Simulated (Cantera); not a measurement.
Input (Python, Cantera) and output of one run.

```python
import numpy as np
import cantera as ct

gas_names = """
    C CN CO CO2 C2 CCN CNC C2N2 C2O C3 C3O2 C4 C4N2 C5 N NCO NO NO2 NO3 N2 N2O O O2 O3 Si SiC SiC2 SiN
    SiO SiO2 Si2 Si2C Si2N Si3
""".split()
cond_names = """
    C(gr) Si(cr) Si(L) SiC(b) SiO2(Lqz) SiO2(hqz) SiO2(L) Si2N2O(s) Si3N4(a)
""".split()


# ... load() reads the species with a 1 bar reference pressure and builds the phases ...
atoms = {
    'Si3N4': {'Si': 3, 'N': 4},
    'CO2': {'C': 1, 'O': 2},
    'N2': {'N': 2},
}
top_T = {'C(gr)': 4500, 'SiC(b)': 3050, 'Si2N2O(s)': 2100, 'Si3N4(a)': 2400}  # K; cautious upper limits of use, not melting points


# ... equilibrate(T, P, feed) seeds the gas with the atoms and calls Mixture.equilibrate('TP', solver="vcs", rtol=1e-11, max_steps=5000) ...
results = []
feed = {'Si3N4': 1, 'CO2': 0.16, 'N2': 230}  # mol
T = 1873  # K
for P in [0.1, 1.5, 22, 320, 4600, 68000, 1000000]:
    mix = equilibrate(T, P, feed)
    results.append((T, P, feed, dict(zip(mix.species_names, mix.species_moles))))

top = {s: max(r[3][s] / sum(r[3][g] for g in gas_names) for r in results) for s in gas_names}
cols = sorted((s for s in top if top[s] > 0.0001), key=lambda s: -top[s])[:8]
seen = [c for c in cond_names if any(r[3].get(c, 0) > 1e-12 for r in results)]
print("log10 of partial pressures in bar; condensed amounts in mol")
print(f"{'P/Pa':>10s}" + "".join(f"{s[:9]:>10s}" for s in cols + seen))
for T, P, feed, n in results:
    ng = sum(n[g] for g in gas_names)
    print(f"{P:10.4g}" + "".join(f"{np.log10(max(n[s] / ng * P / 1e5, 1e-99)):10.3f}" for s in cols)
          + "".join(f"{n.get(c, 0):10.4g}" for c in seen))
```

Result:

```
log10 of partial pressures in bar; condensed amounts in mol
      P/Pa        N2        Si       SiO        CO     Si(L)    SiC(b) Si2N2O(s)  Si3N4(a)
       0.1    -6.006    -7.918    -9.167    -9.167         0         0         0         0
       1.5    -4.830    -6.743    -7.991    -7.992         0         0         0         0
        22    -3.663    -5.590    -6.778    -6.877         0         0         0         0
       320    -2.497    -5.055    -5.422    -6.212     1.893    0.1054         0         0
      4600    -1.338    -5.202    -4.315    -4.811         0   0.08204         0    0.8783
   6.8e+04    -0.168    -5.982    -3.468    -3.326         0         0   0.04466    0.9316
     1e+06     1.000    -6.760    -3.857    -2.158         0         0    0.1568    0.8944
```

Method: chemical equilibrium by Gibbs-energy minimisation in Cantera with the NASA 1993 tables (ideal gas, pure condensed phases). Mutual solubility and eutectic melting of coexisting phases are not modelled. The tables' values for SiN are old estimates; treat these amounts as uncertain.
